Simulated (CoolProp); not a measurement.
Vapour-liquid equilibrium of m-xylene (1) + n-undecane (2) at 541.5 K; x and y are mole fractions of (1).

Values from CoolProp's multi-fluid Helmholtz-energy mixture model, Zhou 2012 and Aleksandrov 2011; pair parameters Bell 2016.

```csv
x,bubble pressure (kPa),y at the bubble point,dew pressure at overall composition x (kPa),liquid density (mol/L)
0.05,?,0.102,471.1,3.430
0.2,595.1,0.349,526.7,?
0.35,708.1,0.536,595.6,?
0.5,829.7,?,683.5,?
0.65,960.9,0.801,799.4,4.590
0.8,1102,0.897,959.8,4.988
0.95,1253,0.977,1198,5.447
```

### Question
What belongs in the gaps?

### Answer

- 0.05, bubble pressure (kPa): 489.0
- 0.2, liquid density (mol/L): 3.669
- 0.35, liquid density (mol/L): 3.938
- 0.5, y at the bubble point: 0.683
- 0.5, liquid density (mol/L): 4.243

No azeotrope shows between x = 0.05 and 0.95.

The pair parameters rest on a limited set of measurements; away from them the model extrapolates.
